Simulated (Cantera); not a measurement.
A perfectly stirred reactor is fed with 43.1 % H₂, 12.0 % O₂, 44.9 % N₂, equivalence ratio 1.8, at 9.87 atm; it is adiabatic with a 775 K inlet, and is followed from long to short residence time, starting on the burning branch (τ in s: 0.26, 0.11, 0.046, 0.019, 0.0082, 0.0034, 0.0015, 0.00061, 0.00026, 0.00011, 4.6e-05, 2e-05).

Model: GRI-Mech 3.0 (53 species, 325 reactions), integrated in Cantera. The hydrogen kinetics of GRI-Mech 3.0 are dated; newer H2 mechanisms differ, most at raised pressure.

Problem. Predict: blow-out, bracketed by the residence times tried; x(H₂) at τ = 0.260 s; x(O₂) at τ = 0.260 s; x(OH) at τ = 0.260 s; x(NO₂) at τ = 0.260 s; x(N₂O) at τ = 0.260 s; x(H₂) at τ = 1.50 ms; x(O₂) at τ = 1.50 ms; x(OH) at τ = 1.50 ms; x(NO₂) at τ = 1.50 ms; x(N₂O) at τ = 1.50 ms.

Solution. 
```
Quantity                                                                          Result
------------------------------------------------  --------------------------------------
blow-out, bracketed by the residence times tried  burning at 20.0 µs, the shortest tried
x(H₂) at τ = 0.260 s                                                               0.216
x(O₂) at τ = 0.260 s                                                             6.81e-6
x(OH) at τ = 0.260 s                                                             0.00102
x(NO₂) at τ = 0.260 s                                                            1.55e-9
x(N₂O) at τ = 0.260 s                                                            1.45e-8
x(H₂) at τ = 1.50 ms                                                               0.215
x(O₂) at τ = 1.50 ms                                                             8.41e-5
x(OH) at τ = 1.50 ms                                                             0.00135
x(NO₂) at τ = 1.50 ms                                                            1.17e-9
x(N₂O) at τ = 1.50 ms                                                            1.37e-8
```
